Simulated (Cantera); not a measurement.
Input: 1 mol SiH₄, 9.6 mol NO, a varied amount of N₂, held at 1250 °C and 0.420 bar.

These are equilibrium values from Cantera (NASA tables, ideal gas, pure condensed phases), not measurements of a reactor. Candidate condensed phases: H₂O, Si, SiO₂, Si₂N₂O, Si₃N₄; 35 gas species. The tables hold silica as quartz up to 1696 K and as liquid above; real silica turns to tridymite and cristobalite and melts near 1996 K. Gases not in the tables: Si(OH)₄. Kinetics and transport are ignored.

Q: At 2.2 mol N₂, list the 5 most abundant gas species with their mole fractions, and the condensed phases.

A: N₂ 0.593, O₂ 0.237, H₂O 0.169, NO 0.00126, OH 0.000159. Condensed: SiO₂(β-quartz).
